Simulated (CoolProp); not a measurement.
The fluid at 470 K and 7.93 MPa is throttled through a valve to 1.68 MPa with no heat exchange. The same conditions are run with several fluids, on thermodynamics alone (safety and materials aside).

Computed with CoolProp (reference Helmholtz-energy equation of state of each fluid (R227EA: Lemmon 2016; propane: Lemmon 2009; R152A: Outcalt 1996; carbonyl sulfide: Lemmon 2006; R22: Kamei 1995)).

Task: Rank R227EA, propane, R152A, carbonyl sulfide, R22 by temperature change (K), highest first.

Result: R227EA (-32.8), propane (-35.8), R22 (-43.8), R152A (-48.6), carbonyl sulfide (-52.4)

```tsv
fluid	final density (kg/m³)
R227EA	89.1
propane	22.4
R152A	35.5
carbonyl sulfide	31.2
R22	44.2
```
